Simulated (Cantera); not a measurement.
**CO₂ + O₂ + H₂ (abatement and gas-phase synthesis)**

Charge: 1 mol CO₂, 0.55 mol O₂, 0.15 mol H₂, held at 350000 Pa.

These are equilibrium values from Cantera (NASA tables, ideal gas, pure condensed phases), not measurements of a reactor. Candidate condensed phases: C, C₆H₆, C₇H₈, C₈H₁₈, H₂O; 110 gas species. The numbers say what is thermodynamically allowed, not how fast it happens.

From 1198 K to 2398 K nothing is condensed. The main C-bearing gas is CO₂ throughout.

```tsv
T (K)	x CO₂	x O₂	x H₂O	x CO	x OH	x O
1198	0.615	0.292	0.0923	1.01e-8	2.22e-6	6.94e-9
1298	0.615	0.292	0.0923	8.94e-8	7.82e-6	4.93e-8
1398	0.615	0.292	0.0923	5.76e-7	2.30e-5	2.65e-7
1498	0.615	0.292	0.0923	2.89e-6	5.86e-5	1.14e-6
1598	0.615	0.292	0.0922	1.18e-5	0.000133	4.09e-6
1698	0.615	0.292	0.0922	4.08e-5	0.000273	1.26e-5
1798	0.615	0.292	0.0920	0.000123	0.000519	3.45e-5
1898	0.615	0.292	0.0918	0.000327	0.000920	8.47e-5
1998	0.614	0.292	0.0914	0.000790	0.00154	0.000190
2098	0.613	0.292	0.0909	0.00175	0.00245	0.000396
2198	0.610	0.292	0.0900	0.00359	0.00372	0.000771
2298	0.605	0.292	0.0888	0.00687	0.00545	0.00142
2398	0.597	0.293	0.0872	0.0124	0.00770	0.00248
```
x: gas mole fraction; nothing condenses.
